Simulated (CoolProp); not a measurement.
Properties of R1224YDZ along the isobar 0.866 MPa (Tc = 428.7 K, pc = 3.334 MPa, ω = 0.325).

Values from CoolProp's reference Helmholtz-energy equation of state, Akasaka 2023.

```tsv
T (K)	phase	Z	speed of sound (m/s)	Joule-Thomson coefficient (K/MPa)	isothermal compressibility (1/MPa)	expansivity (1/kK)
397	gas	0.8695	136.2	13.84	1.351	4.090
402.1	gas	0.8762	137.9	13.11	1.338	3.927
407.2	gas	0.8823	139.6	12.45	1.326	3.781
412.2	gas	0.8880	141.3	11.86	1.315	3.651
417.3	gas	0.8933	142.9	11.30	1.305	3.531
422.4	gas	0.8983	144.4	10.79	1.296	3.421
427.5	gas	0.9030	145.9	10.32	1.288	3.320
432.5	gas	0.9073	147.4	9.895	1.281	3.229
437.6	gas	0.9114	148.8	9.491	1.274	3.143
442.7	gas	0.9153	150.2	9.116	1.268	3.063
447.8	gas	0.9189	151.5	8.766	1.262	2.989
452.8	gas	0.9223	152.9	8.446	1.257	2.920
457.9	gas	0.9256	154.2	8.140	1.252	2.855
463	gas	0.9286	155.5	7.854	1.247	2.793
468.1	gas	0.9316	156.7	7.586	1.243	2.735
473.1	gas	0.9343	157.9	7.338	1.239	2.681
```
